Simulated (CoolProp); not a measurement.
Vapour-liquid equilibrium of cyclohexane (1) + m-xylene (2) at 9.62 bar; x and y are mole fractions of (1).

The numbers come from the multi-fluid Helmholtz-energy mixture model, Zhou 2014 and Zhou 2012; pair parameters Bell 2016 in CoolProp.

```tsv
x	bubble temperature (°C)	y at the bubble point	dew temperature at overall composition x (°C)	liquid density (mol/L)
0.05	242.7	0.115	246.0	5.992
0.15	232.0	0.309	240.8	6.152
0.25	222.6	0.462	235.4	6.299
0.35	214.5	0.583	229.6	6.433
0.45	207.4	0.679	223.4	6.559
0.55	201.1	0.757	216.8	6.678
0.65	195.6	0.822	209.5	6.793
0.75	190.6	0.879	201.7	6.906
0.85	186.0	0.930	193.2	7.021
0.95	181.8	0.977	184.2	7.140
```

No azeotrope shows between x = 0.05 and 0.95.

Pair parameters are fitted to limited data, so mixtures are less certain than the pure fluids.
